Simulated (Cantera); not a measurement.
Cantera run, input and output.

```python
import numpy as np
import cantera as ct

gas = ct.Solution("gri30.yaml")


def delay(T, t_max=10):
    gas.TPX = T, 1100000, {'CO': 1, 'H2': 0.63, 'O2': 1.63, 'N2': 6.13, 'H2O': 0.74}
    reactor = ct.IdealGasConstPressureReactor(gas, clone=False)
    net = ct.ReactorNet([reactor])
    net.rtol, net.atol = 1e-8, 1e-16
    while net.time < t_max:
        t_old, T_old = net.time, reactor.T
        net.step()
        if reactor.T > T + 400:  # ignition: a rise of 400 K
            return t_old + (T + 400 - T_old) / (reactor.T - T_old) * (net.time - t_old)
    return np.nan


taus = []
for T in [850, 925, 1000, 1075, 1150, 1225, 1300, 1375]:
    taus.append(delay(T))
    print(f"T0 = {T:6g} K   tau = {taus[-1]:.4e} s")
```

It prints:

```
T0 =    850 K   tau = 4.8767e-01 s
T0 =    925 K   tau = 5.8879e-02 s
T0 =   1000 K   tau = 9.5019e-03 s
T0 =   1075 K   tau = 1.8777e-03 s
T0 =   1150 K   tau = 4.2207e-04 s
T0 =   1225 K   tau = 9.9409e-05 s
T0 =   1300 K   tau = 2.3760e-05 s
T0 =   1375 K   tau = 8.1494e-06 s
```

Detailed kinetics in Cantera: GRI-Mech 3.0 (53 species, 325 reactions). The hydrogen kinetics of GRI-Mech 3.0 are dated; newer H2 mechanisms differ, most at raised pressure. Below about 950 K walls govern HO2 and H2O2 in real vessels.
